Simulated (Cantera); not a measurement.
A closed system holds: 1 mol Fe2O3, 4.1 mol H2S, 0.1 mol H2O, at 0.170 bar.

Equilibrium computed with Cantera from the NASA thermochemical tables; the gas is ideal and each condensed phase is pure. Candidate condensed phases: Fe, FeO, Fe(OH)2, Fe(OH)3, FeS, FeSO4, FeS2, Fe2O3, Fe2(SO4)3, Fe3O4, H2O, H2SO4, S; 22 gas species. FeS: taken at fixed stoichiometry. Gases not in the tables: S3 to S7. Kinetics and transport are ignored.

### Question
Which condensed phases are stable at each of these points (T (K)): 623, 723, 823, 923, 1023, 1123, 1223, 1323, 1423, 1523, 1623, 1723, 1823?

### Answer
```
T (K)  condensed phases  Fe condensed (%)
-----  ----------------  ----------------
623    FeS(s) + FeS2(s)             100.0
723    FeS(s) + FeS2(s)             100.0
823    FeS(s) + FeS2(s)             100.0
923              FeS(s)             100.0
1023             FeS(s)             100.0
1123             FeS(s)             100.0
1223             FeS(s)             100.0
1323             FeS(s)             100.0
1423             FeS(s)             100.0
1523             FeS(l)             100.0
1623             FeS(l)             100.0
1723             FeS(l)             100.0
1823             FeS(l)             100.0
```

From 623 K to 823 K the condensed part is FeS(s) + FeS2(s). From 923 K to 1423 K the condensed part is FeS(s). From 1523 K to 1823 K the condensed part is FeS(l).
